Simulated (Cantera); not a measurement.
## ZrO₂ + H₂ + H₂O (hydrogen reduction and annealing atmospheres)

Charge: 1 mol ZrO₂, 2300 mol H₂, 0.37 mol H₂O, at 0.000320 bar.

Equilibrium computed with Cantera from the NASA thermochemical tables; the gas is ideal and each condensed phase is pure. Candidate condensed phases: H₂O, Zr, ZrO₂; 12 gas species. Kinetics and transport are ignored.

At 1177 °C the condensed part is ZrO₂(monoclinic). From 1227 °C to 1827 °C the condensed part is ZrO₂(tetragonal).

| T (°C) | x H₂ | x H | x H₂O | x ZrO | x OH | x ZrO₂ | x O | n ZrO₂(monoclinic) | n ZrO₂(tetragonal) |
|---|---|---|---|---|---|---|---|---|---|
| 1177 | 0.999 | 0.000529 | 0.000161 | <1e-12 | 2.04e-9 | <1e-12 | <1e-12 | 1.00 | 0 |
| 1227 | 0.999 | 0.000983 | 0.000161 | <1e-12 | 4.52e-9 | <1e-12 | 3.86e-12 | 0 | 1.00 |
| 1277 | 0.998 | 0.00176 | 0.000161 | <1e-12 | 9.52e-9 | <1e-12 | 1.42e-11 | 0 | 1.00 |
| 1327 | 0.997 | 0.00303 | 0.000161 | 1.31e-12 | 1.91e-8 | <1e-12 | 4.84e-11 | 0 | 1.00 |
| 1377 | 0.995 | 0.00507 | 0.000160 | 1.04e-11 | 3.69e-8 | 5.09e-12 | 1.53e-10 | 0 | 1.00 |
| 1427 | 0.992 | 0.00820 | 0.000160 | 7.26e-11 | 6.84e-8 | 2.71e-11 | 4.53e-10 | 0 | 1.00 |
| 1477 | 0.987 | 0.0129 | 0.000160 | 4.53e-10 | 1.23e-7 | 1.31e-10 | 1.26e-9 | 0 | 1.000 |
| 1527 | 0.980 | 0.0198 | 0.000159 | 2.54e-9 | 2.12e-7 | 5.79e-10 | 3.32e-9 | 0 | 1.000 |
| 1577 | 0.970 | 0.0297 | 0.000158 | 1.30e-8 | 3.57e-7 | 2.36e-9 | 8.32e-9 | 0 | 1.000 |
| 1627 | 0.956 | 0.0434 | 0.000157 | 6.06e-8 | 5.84e-7 | 8.90e-9 | 1.99e-8 | 0 | 1.000 |
| 1677 | 0.938 | 0.0621 | 0.000155 | 2.60e-7 | 9.32e-7 | 3.14e-8 | 4.57e-8 | 0 | 0.999 |
| 1727 | 0.913 | 0.0869 | 0.000153 | 1.03e-6 | 1.46e-6 | 1.04e-7 | 1.01e-7 | 0 | 0.997 |
| 1777 | 0.881 | 0.119 | 0.000153 | 3.75e-6 | 2.25e-6 | 3.23e-7 | 2.20e-7 | 0 | 0.990 |
| 1827 | 0.840 | 0.160 | 0.000156 | 1.23e-5 | 3.54e-6 | 9.50e-7 | 4.79e-7 | 0 | 0.967 |
x: gas mole fraction; n: condensed amount in mol.
